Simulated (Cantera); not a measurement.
Input (Python, Cantera) and output of one run.

```python
import numpy as np
import cantera as ct

gas_names = """
    B BH BH2 BH3 BN BO BO2 B2 B2O B2O2 B2O3 B3O3H3 H HBO HBO2 HNO HNO2 HNO3 HO2 H2 H2O H2O2 H3B3O6 N NH
    NH2 NH3 NH2OH NO NO2 NO3 N2 N2H2 N2H4 N2O O OH O2 O3
""".split()
cond_names = """
    B(b) B(L) BN(s) B2O3(L) B3O3H3(cr) H2O(s) H2O(L)
""".split()


# ... load() reads the species with a 1 bar reference pressure and builds the phases ...
atoms = {
    'borazine': {'B': 3, 'N': 3, 'H': 6},
    'O2': {'O': 2},
    'N2': {'N': 2},
}
top_T = {'BN(s)': 3200}  # K; cautious upper limits of use, not melting points


# ... equilibrate(T, P, feed) seeds the gas with the atoms and calls Mixture.equilibrate('TP', solver="vcs", rtol=1e-11, max_steps=5000) ...
results = []
feed = {'borazine': 1, 'O2': 5.6, 'N2': 1.9}  # mol
T = 2348.15  # K
P = 450  # Pa
mix = equilibrate(T, P, feed)
results.append((T, P, feed, dict(zip(mix.species_names, mix.species_moles))))
print(gas.report(threshold=1e-05))
for i in range(1, mix.n_phases):
    print(f"{mix.phase(i).name:16s} {mix.phase_moles(i):12.5e} mol")
```

Output:

```
       temperature   2348.2 K
          pressure   450 Pa
           density   0.00068794 kg/m^3
  mean mol. weight   29.847 kg/kmol
   phase of matter   gas

                          1 kg             1 kmol
                     ---------------   ---------------
          enthalpy       -2.2151e+06       -6.6114e+07  J
   internal energy       -2.8692e+06       -8.5638e+07  J
           entropy             11659        3.4798e+05  J/K
    Gibbs function       -2.9592e+07       -8.8323e+08  J
 heat capacity c_p            1642.4             49019  J/K
 heat capacity c_v            1363.8             40705  J/K

                      mass frac. Y      mole frac. X     chem. pot. / RT
                     ---------------   ---------------   ---------------
                BO         0.0038921         0.0043332           -39.877
               BO2          0.072275          0.050392           -58.214
              B2O3          0.072392          0.031037           -98.091
                 H        0.00079515          0.023544           -14.761
               HBO         0.0002592        0.00027812           -54.638
              HBO2           0.24818           0.16906           -72.975
                H2         0.0011033          0.016335           -29.522
               H2O          0.093107           0.15426           -47.858
                NO         0.0092511         0.0092021           -35.356
                N2           0.30007            0.3197           -34.038
                 O          0.019975          0.037265           -18.336
                OH          0.021786          0.038234           -33.097
                O2           0.15689           0.14635           -36.673
     [  +26 minor]        1.8648e-05        1.1786e-05

B(b)              0.00000e+00 mol
BN(s)             0.00000e+00 mol
B2O3(L)           0.00000e+00 mol
```

Cantera equilibrium calculation (NASA polynomials, part measured and part estimated; ideal gas, pure solids and liquids). The feed counts by its element totals alone.
